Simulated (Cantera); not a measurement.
Cantera run:

```python
import numpy as np
import cantera as ct

gas_names = [...]  # 95 gases of nasa_gas.yaml made of C, F, H
cond_names = """
    C(gr) C6H6(L) C7H8(L) C8H18(L),n-octa
""".split()


# ... load() reads the species with a 1 bar reference pressure and builds the phases ...
atoms = {
    'C2F6': {'C': 2, 'F': 6},
    'H2': {'H': 2},
}
top_T = {'C(gr)': 4500}  # K; cautious upper limits of use, not melting points


# ... equilibrate(T, P, feed) seeds the gas with the atoms and calls Mixture.equilibrate('TP', solver="vcs", rtol=1e-11, max_steps=5000) ...
results = []
feed = {'C2F6': 1, 'H2': 0.3}  # mol
P = 5400  # Pa
for T in [1300, 1500, 1700, 1900, 2100, 2300, 2500, 2700, 2900, 3100]:
    mix = equilibrate(T, P, feed)
    results.append((T, P, feed, dict(zip(mix.species_names, mix.species_moles))))

top = {s: max(r[3][s] / sum(r[3][g] for g in gas_names) for r in results) for s in gas_names}
cols = sorted((s for s in top if top[s] > 1e-06), key=lambda s: -top[s])[:8]
seen = [c for c in cond_names if any(r[3].get(c, 0) > 1e-12 for r in results)]
print("log10 of partial pressures in bar; condensed amounts in mol")
print(f"{'T/K':>10s}" + "".join(f"{s[:9]:>10s}" for s in cols + seen))
for T, P, feed, n in results:
    ng = sum(n[g] for g in gas_names)
    print(f"{T:10.4g}" + "".join(f"{np.log10(max(n[s] / ng * P / 1e5, 1e-99)):10.3f}" for s in cols)
          + "".join(f"{n.get(c, 0):10.4g}" for c in seen))
```

Output:

```
log10 of partial pressures in bar; condensed amounts in mol
       T/K       CF4         F       CF2        HF        CF       CF3        C3         C     C(gr)
      1300    -1.427    -7.757    -6.583    -1.779   -12.446    -6.791   -22.190   -20.615      0.65
      1500    -1.427    -6.062    -5.083    -1.780    -9.845    -5.574   -17.738   -16.764    0.6498
      1700    -1.429    -4.765    -3.942    -1.780    -7.861    -4.648   -14.348   -13.822    0.6479
      1900    -1.439    -3.743    -3.051    -1.784    -6.302    -3.926   -11.685   -11.502    0.6343
      2100    -1.490    -2.925    -2.356    -1.806    -5.055    -3.375    -9.540    -9.626    0.5725
      2300    -1.682    -2.287    -1.860    -1.879    -4.065    -3.035    -7.777    -8.078    0.3813
      2500    -2.231    -1.848    -1.640    -2.016    -3.334    -3.041    -6.304    -6.779    0.1215
      2700    -3.223    -1.605    -1.717    -2.121    -2.844    -3.441    -5.056    -5.674    0.2877
      2900    -4.420    -1.480    -1.958    -2.187    -2.510    -4.044    -3.985    -4.723    0.6554
      3100    -5.713    -1.434    -2.294    -2.241    -2.284    -4.758    -3.058    -3.895    0.6168
```

Equilibrium computed with Cantera from the NASA thermochemical tables; the gas is ideal and each condensed phase is pure. The feed counts by its element totals alone. The tables' values for C2F4 are old estimates; treat these amounts as uncertain. Gases not in the tables: C2F6 and larger saturated fluorocarbons.
